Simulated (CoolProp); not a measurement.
Toluene along the isobar 6100 kPa: Z from the reference equation and from simpler models built on Tc = 591.7 K, pc = 4126 kPa, ω = 0.266; each cubic takes its own stable root.

Computed with CoolProp (reference Helmholtz-energy equation of state, Lemmon 2006). It is a short technical equation, of lower accuracy than the large ones.

```json
[
 {"T (K)": "540.4", "phase": "liquid", "reference": "0.2086", "van der Waals": "0.3284", "Redlich-Kwong": "?", "Peng-Robinson": "0.2145"},
 {"T (K)": "545.7", "phase": "liquid", "reference": "0.2097", "van der Waals": "0.3290", "Redlich-Kwong": "0.2515", "Peng-Robinson": "0.2166"},
 {"T (K)": "551", "phase": "liquid", "reference": "0.2110", "van der Waals": "0.3298", "Redlich-Kwong": "0.2537", "Peng-Robinson": "0.2191"},
 {"T (K)": "556.3", "phase": "liquid", "reference": "0.2125", "van der Waals": "0.3308", "Redlich-Kwong": "0.2563", "Peng-Robinson": "0.2220"},
 {"T (K)": "561.6", "phase": "liquid", "reference": "0.2143", "van der Waals": "0.3321", "Redlich-Kwong": "0.2592", "Peng-Robinson": "0.2253"},
 {"T (K)": "566.9", "phase": "liquid", "reference": "0.2165", "van der Waals": "0.3337", "Redlich-Kwong": "0.2625", "Peng-Robinson": "0.2291"},
 {"T (K)": "572.2", "phase": "liquid", "reference": "0.2190", "van der Waals": "0.3355", "Redlich-Kwong": "0.2662", "Peng-Robinson": "0.2335"},
 {"T (K)": "577.5", "phase": "liquid", "reference": "0.2220", "van der Waals": "0.3376", "Redlich-Kwong": "0.2705", "Peng-Robinson": "0.2386"},
 {"T (K)": "582.8", "phase": "liquid", "reference": "0.2256", "van der Waals": "0.3401", "Redlich-Kwong": "0.2754", "Peng-Robinson": "0.2446"},
 {"T (K)": "588.2", "phase": "liquid", "reference": "0.2299", "van der Waals": "0.3430", "Redlich-Kwong": "0.2812", "Peng-Robinson": "0.2519"},
 {"T (K)": "593.5", "phase": "supercritical", "reference": "?", "van der Waals": "0.3464", "Redlich-Kwong": "0.2879", "Peng-Robinson": "0.2605"},
 {"T (K)": "598.8", "phase": "supercritical", "reference": "0.2417", "van der Waals": "0.3503", "Redlich-Kwong": "0.2956", "Peng-Robinson": "?"},
 {"T (K)": "604.1", "phase": "supercritical", "reference": "0.2499", "van der Waals": "0.3548", "Redlich-Kwong": "0.3048", "Peng-Robinson": "0.2838"},
 {"T (K)": "609.4", "phase": "supercritical", "reference": "?", "van der Waals": "0.3601", "Redlich-Kwong": "0.3157", "Peng-Robinson": "0.3000"},
 {"T (K)": "614.7", "phase": "supercritical", "reference": "0.2759", "van der Waals": "0.3663", "Redlich-Kwong": "0.3290", "Peng-Robinson": "0.3204"},
 {"T (K)": "620", "phase": "supercritical", "reference": "0.2978", "van der Waals": "0.3736", "Redlich-Kwong": "0.3451", "Peng-Robinson": "0.3460"}
]
```

Some entries are withheld; supply them.


- 540.4, Redlich-Kwong: 0.2495
- 593.5, reference: 0.2352
- 598.8, Peng-Robinson: 0.2709
- 609.4, reference: 0.2609
